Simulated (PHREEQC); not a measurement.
0.019 g of hydrous ferric oxide (600 m²/g; 0.2 weak and 0.005 strong sites per Fe, Dzombak-Morel constants, diffuse double layer) in 1 kg of water with 0.3 mol/kgw of an inert sodium salt and 0.009 mmol/kgw CuSO4, at 25 °C; the pH is set by adding NaOH or the inert anion's acid. Oxygen alone is held at its pressure in air (log pO2 = -0.68). No CO2 enters from the air. No solid was allowed to form.

All values are PHREEQC results (ion-association model, wateq4f.dat), not measurements.

```tsv
pH	S sorbed (%)	Cu sorbed (%)	surface charge σ (C/m²)	surface potential ψ (mV)
3	21.7	0.0	0.335	121
3.67	21.1	0.0	0.329	120
4.33	18.1	0.6	(withheld)	117
5	11.4	6.7	0.258	108
5.67	4.6	(withheld)	0.192	93
6.33	(withheld)	(withheld)	(withheld)	(withheld)
7	0.3	95.7	0.091	59
7.67	0.0	96.8	0.048	36
8.33	0.0	95.1	0.011	9
9	0.0	92.0	(withheld)	-20
9.67	0.0	86.3	-0.069	-48
10.33	0.0	74.8	-0.126	-73
11	0.0	52.6	-0.203	-96
```

**Question.** What belongs in the gaps?

**Answer.** 
- 4.33, surface charge σ (C/m²): 0.307
- 5.67, Cu sorbed (%): 29.7
- 6.33, S sorbed (%): 1.4
- 6.33, Cu sorbed (%): 77.0
- 6.33, surface charge σ (C/m²): 0.138
- 6.33, surface potential ψ (mV): 78
- 9, surface charge σ (C/m²): -0.025

Species that the database lacks are ignored. The database's constant for dissolved Cu(OH)2 is higher than later reviews accept. The oxide is taken as insoluble; below pH 4 it would dissolve.
